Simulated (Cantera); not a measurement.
What does this Cantera script print?

```python
import numpy as np
import cantera as ct

surf = ct.Interface("ptcombust.yaml", "Pt_surf")
gas = surf.adjacent["gas"]
gas.TPX = 300, 13000, {'CH4': 0.06, 'O2': 0.18, 'N2': 0.79}
jet = ct.ImpingingJet(gas=gas, width=0.061, surface=surf)
jet.inlet.mdot, jet.inlet.T, jet.inlet.X = 0.053, 300, {'CH4': 0.06, 'O2': 0.18, 'N2': 0.79}
jet.set_refine_criteria(ratio=10, slope=0.2, curve=0.3)
show, cover = ['CH4', 'O2', 'H2O', 'OH', 'CO', 'CO2'], ["PT(S)", "H(S)", "O(S)", "OH(S)", "CO(S)", "C(S)"]

rows = []
print(f"{'Ts/K':>7s}" + "".join(f"{s:>11s}" for s in show + cover) + "   (gas at the wall, coverages)")
for i, Ts in enumerate([850, 900, 950, 1000, 1050, 1100]):
    jet.surface.T = Ts
    if i == 0:
        surf.TP = Ts, 13000
        surf.coverages = "PT(S):0.5, O(S):0.5"
        surf.advance_coverages(1.0)
        jet.set_initial_guess(products="inlet")
    jet.solve(loglevel=0, auto=(i == 0))
    rows.append([*(jet.X[gas.species_index(s), -1] for s in show), *surf[cover].coverages])
    print(f"{Ts:7g}" + "".join(f"{x:11.3e}" for x in rows[-1]))
```

It prints:

```
   Ts/K        CH4         O2        H2O         OH         CO        CO2      PT(S)       H(S)       O(S)      OH(S)      CO(S)       C(S)   (gas at the wall, coverages)
    850  4.642e-02  1.492e-01  2.237e-02  9.463e-09  1.151e-05  1.463e-02  1.167e-01  2.706e-08  8.818e-01  1.443e-03  1.924e-05  4.914e-08
    900  3.513e-02  1.250e-01  4.345e-02  3.641e-08  1.262e-05  2.855e-02  1.787e-01  1.020e-07  8.194e-01  1.912e-03  1.779e-05  6.329e-08
    950  2.440e-02  1.022e-01  6.328e-02  1.169e-07  1.232e-05  4.177e-02  2.504e-01  2.850e-07  7.474e-01  2.129e-03  1.369e-05  6.553e-08
   1000  1.684e-02  8.622e-02  7.710e-02  3.166e-07  1.166e-05  5.105e-02  3.254e-01  6.368e-07  6.725e-01  2.114e-03  9.615e-06  6.009e-08
   1050  1.206e-02  7.622e-02  8.570e-02  7.580e-07  1.123e-05  5.687e-02  3.992e-01  1.223e-06  5.988e-01  1.970e-03  6.624e-06  5.271e-08
   1100  9.056e-03  7.001e-02  9.099e-02  1.639e-06  1.117e-05  6.046e-02  4.701e-01  2.125e-06  5.281e-01  1.776e-03  4.645e-06  4.604e-08
```

Detailed kinetics in Cantera: Deutschmann's 1995 Pt surface mechanism with GRI-Mech 3.0 gas chemistry. Catalytic surfaces can have several steady states; this one follows from the mechanism file's or the stated starting coverage.
